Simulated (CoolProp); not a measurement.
Vapour-liquid equilibrium of R134a (1) + R141b (2) at 3.75 °C; x and y are mole fractions of (1).

The numbers come from the multi-fluid Helmholtz-energy mixture model, Tillner-Roth 1994 and Lemmon 2006; pair parameters Bell 2016 in CoolProp.

```
x      bubble pressure (kPa)  y at the bubble point  dew pressure at overall composition x (kPa)  liquid density (mol/L)
-----  ---------------------  ---------------------  -------------------------------------------  ----------------------
0.05                   57.95                  0.448                                        34.91                   10.97
0.125                  92.70                  0.675                                        37.75                   11.09
0.2                    124.3                  0.773                                        41.09                   11.20
0.275                  152.4                  0.827                                        45.06                   11.32
0.35                   177.4                  0.862                                        49.88                   11.44
0.425                  199.4                  0.886                                        55.85                   11.55
0.5                    219.0                  0.905                                        63.43                   11.67
0.575                  236.8                  0.920                                        73.36                   11.79
0.65                   253.4                  0.933                                        86.93                   11.91
0.725                  269.5                  0.946                                        106.5                   12.04
0.8                    285.7                  0.958                                        136.9                   12.17
0.875                  302.8                  0.972                                        188.8                   12.31
0.95                   321.3                  0.988                                        274.9                   12.46
```

No azeotrope shows between x = 0.05 and 0.95.

Pair parameters are fitted to limited data, so mixtures are less certain than the pure fluids.
